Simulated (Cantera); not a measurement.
Input (Python, Cantera) and output of one run.

```python
import numpy as np
import cantera as ct

gas_names = """
    CL CLO CL2 Mg MgCL MgCL2 MgO Mg2 O O2 O3 Si SiCL SiCL2 SiCL3 SiCL4 SiO SiO2 Si2 Si3
""".split()
cond_names = """
    Mg(cr) Mg(L) MgCL2(s) MgCL2(L) MgO(s) MgO(L) MgSiO3(I) MgSiO3(II) MgSiO3(III) MgSiO3(L) Mg2SiO4(s)
    Mg2SiO4(L) Si(cr) Si(L) SiO2(Lqz) SiO2(hqz) SiO2(L)
""".split()


# ... load() reads the species with a 1 bar reference pressure and builds the phases ...
atoms = {
    'SiO2': {'Si': 1, 'O': 2},
    'MgCl2': {'Mg': 1, 'CL': 2},
    'O2': {'O': 2},
}
top_T = {}  # K; cautious upper limits of use, not melting points


# ... equilibrate(T, P, feed) seeds the gas with the atoms and calls Mixture.equilibrate('TP', solver="vcs", rtol=1e-11, max_steps=5000) ...
results = []
feed = {'SiO2': 1, 'MgCl2': 0.12, 'O2': 0.87}  # mol
T = 1323  # K
for P in [10, 100, 1000, 10000, 100000, 1000000]:
    mix = equilibrate(T, P, feed)
    results.append((T, P, feed, dict(zip(mix.species_names, mix.species_moles))))

top = {s: max(r[3][s] / sum(r[3][g] for g in gas_names) for r in results) for s in gas_names}
cols = sorted((s for s in top if top[s] > 1e-05), key=lambda s: -top[s])[:8]
seen = [c for c in cond_names if any(r[3].get(c, 0) > 1e-12 for r in results)]
print("log10 of partial pressures in bar; condensed amounts in mol")
print(f"{'P/Pa':>10s}" + "".join(f"{s[:9]:>10s}" for s in cols + seen))
for T, P, feed, n in results:
    ng = sum(n[g] for g in gas_names)
    print(f"{P:10.4g}" + "".join(f"{np.log10(max(n[s] / ng * P / 1e5, 1e-99)):10.3f}" for s in cols)
          + "".join(f"{n.get(c, 0):10.4g}" for c in seen))
```

Result:

```
log10 of partial pressures in bar; condensed amounts in mol
      P/Pa        O2        CL       CL2     MgCL2       CLO         O MgSiO3(II SiO2(hqz)
        10    -4.105    -4.709    -5.780    -6.721    -8.260    -8.627     0.118     0.882
       100    -3.086    -3.929    -4.220    -5.670    -6.971    -8.118    0.1179    0.8821
      1000    -2.071    -3.318    -2.997    -4.955    -5.852    -7.610    0.1189    0.8811
     1e+04    -1.064    -2.781    -1.924    -4.385    -4.812    -7.107    0.1196    0.8804
     1e+05    -0.061    -2.269    -0.900    -3.863    -3.799    -6.606    0.1199    0.8801
     1e+06     0.940    -1.765     0.107    -3.356    -2.795    -6.105      0.12      0.88
```

These are equilibrium values from Cantera (NASA tables, ideal gas, pure condensed phases), not measurements of a reactor. Mutual solubility and eutectic melting of coexisting phases are not modelled. The tables hold silica as quartz up to 1696 K and as liquid above; real silica turns to tridymite and cristobalite and melts near 1996 K. Condensed phases not in the tables: alloys, solid solutions and most ternary compounds.
